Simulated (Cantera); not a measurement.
Feed: 1 mol SiO2, 300 mol H2, held at 1775 K.

Cantera equilibrium calculation (NASA polynomials, part measured and part estimated; ideal gas, pure solids and liquids). Candidate condensed phases: H2O, Si, SiO2; 18 gas species. The tables hold silica as quartz up to 1696 K and as liquid above; real silica turns to tridymite and cristobalite and melts near 1996 K. Rates play no part.

### Question
Which condensed phases are stable at each of these points (P (Pa)): 10, 42, 180, 750, 3200, 13000, 56000, 240000, 1000000?

### Answer
| P (Pa) | condensed phases | Si condensed (%) |
|---|---|---|
| 10 | gas only | 0.0 |
| 42 | gas only | 0.0 |
| 180 | gas only | 0.0 |
| 750 | gas only | 0.0 |
| 3200 | gas only | 0.0 |
| 13000 | SiO2(condensed) | 3.8 |
| 56000 | SiO2(condensed) | 53.6 |
| 240000 | SiO2(condensed) | 77.6 |
| 1000000 | SiO2(condensed) | 89.0 |

From 10.0 Pa to 3200 Pa nothing is condensed. From 13000 Pa to 1000000 Pa the condensed part is SiO2(condensed).
